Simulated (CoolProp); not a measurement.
A closed Brayton cycle with carbon dioxide: compressor inlet 311.15 K and 7.9 MPa, high pressure 22.8 MPa, turbine inlet 885 K, compressor efficiency 0.89, turbine efficiency 0.9, recuperator effectiveness 0.9 (on enthalpy, no pinch check). Each further row changes one setting.

The numbers come from the reference Helmholtz-energy equation of state, Span 1996 in CoolProp.

```csv
case,thermal efficiency (%),net work (kJ/kg),compressor to turbine work,compressor exit (K),turbine exit (K)
as stated,37.3,108,0.28,384.5,753.4
turbine inlet 835 K,35.9,98.6,0.30,384.5,708.1
compressor inlet 321.15 K,36.4,97.7,0.35,408.1,753.4
high pressure 19.4 MPa,35.6,94.6,0.26,373.1,772.8
recuperator effectiveness 0.5,23.5,108,0.28,384.5,753.4
```
